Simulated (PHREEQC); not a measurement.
Make-up at 25 °C: 0.11 mol HF, 0.015 mol NaF, 0.0068 mol (NH4)2SiF6 and 0.0013 mol H3PO4 per kg of water. Closed to the air; pH follows from the charge balance.

All values are PHREEQC results (ion-association model, phreeqc.dat), not measurements.

Problem. The ionic strength comes out as 0.0416 mol/kgw. What activity coefficients do NH4+, H2PO4-, Na+, HF2-, SiF6-2 get?

Solution. NH4+ 0.81, H2PO4- 0.84, Na+ 0.84, HF2- 0.83, SiF6-2 0.49.

No solid was allowed to form. SiF6-2 is the database's only silicon fluoride.
